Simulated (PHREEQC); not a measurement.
Consider water at 20 °C with 14 mmol/kgw NaOH, 1.2 mmol/kgw H4SiO4 and 0.96 mmol/kgw K3PO4. Closed to the air; pH follows from the charge balance.

Computed with PHREEQC (ion-association model, wateq4f.dat).

Each row changes one thing in this solution. This is a speciation only: nothing precipitates in the calculation.

```csv
case,pH,ionic strength (mol/kgw),PO4-3 (mol/kgw),HPO4-2 (mol/kgw),NaHPO4- (mol/kgw),KHPO4- (mol/kgw)
as made,12.22,0.0190,0.000541,0.000411,6.61e-6,1.35e-6
K3PO4 from 0.00096 to 0.0096 mol/kgw,12.27,0.0653,0.00648,0.00302,3.53e-5,7.14e-5
diluted 100-fold with water,10.31,0.000179,8.54e-8,9.50e-6,2.44e-9,5.02e-10
H4SiO4 from 0.0012 to 0.0006 mol/kgw,(withheld),0.0190,0.000553,0.000400,6.44e-6,1.32e-6
H4SiO4 left out,12.27,0.0190,0.000563,0.000389,6.27e-6,(withheld)
```

Fill in the missing entries.


- H4SiO4 from 0.0012 to 0.0006 mol/kgw, pH: 12.25
- H4SiO4 left out, KHPO4- (mol/kgw): 1.28e-6

H3PO4, which wateq4f.dat lacks, is added to it with the constant of phreeqc.dat.
